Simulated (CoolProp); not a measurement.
R143a along the isobar 529 kPa: Z from the reference equation and from simpler models built on Tc = 345.9 K, pc = 3762 kPa, ω = 0.261; each cubic takes its own stable root.

Values from CoolProp's reference Helmholtz-energy equation of state, Lemmon and Jacobsen 2000.

| T (K) | phase | reference |
|---|---|---|
| 235.1 | liquid | 0.01991 |
| 246.1 | liquid | 0.01957 |
| 257 | liquid | 0.01931 |
| 278.9 | gas | 0.8778 |
| 289.9 | gas | 0.8955 |
| 300.8 | gas | 0.9095 |
| 311.8 | gas | 0.9211 |
| 322.7 | gas | 0.9306 |
| 333.7 | gas | 0.9387 |

Question: How far does each simpler model (Redlich-Kwong, Soave-Redlich-Kwong) lie from the reference over these 9 states: mean and median of the absolute difference, and the worst?

Answer: 
- Redlich-Kwong: mean 500.2 %, median 2.3 %, worst +4445.8 % at 257 K and 529 kPa
- Soave-Redlich-Kwong: mean 6.9 %, median 1.6 %, worst +18.9 % at 257 K and 529 kPa

At some of these states Redlich-Kwong gives the other phase, because its saturation line lies elsewhere.
